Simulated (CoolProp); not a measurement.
200 sccm (0 °C, 1 atm) of nitrogen bubbles through liquid hexamethyldisiloxane (MM) at 317.2 K and leaves saturated at a total pressure of 0.15 MPa (ideal gas phase). Each further row changes one setting.

Model: reference Helmholtz-energy equation of state, Thol 2016, in CoolProp.

| case | vapour pressure (kPa) | mole fraction of vapour | delivery (mg/min) | delivery (sccm) | change of delivery for a bath 1 K warmer (%) |
|---|---|---|---|---|---|
| as stated | 13.6 | 0.0909 | (withheld) | 20.0 | 4.9 |
| bath temperature 322.2 K | 16.9 | 0.113 | (withheld) | (withheld) | (withheld) |
| total pressure 0.3 MPa | 13.6 | 0.0455 | 69.0 | (withheld) | 4.6 |

Problem. Fill in the missing entries.

Solution. 
- as stated, delivery (mg/min): 145
- bath temperature 322.2 K, delivery (mg/min): 184
- bath temperature 322.2 K, delivery (sccm): 25.4
- bath temperature 322.2 K, change of delivery for a bath 1 K warmer (%): 4.8
- total pressure 0.3 MPa, delivery (sccm): 9.53
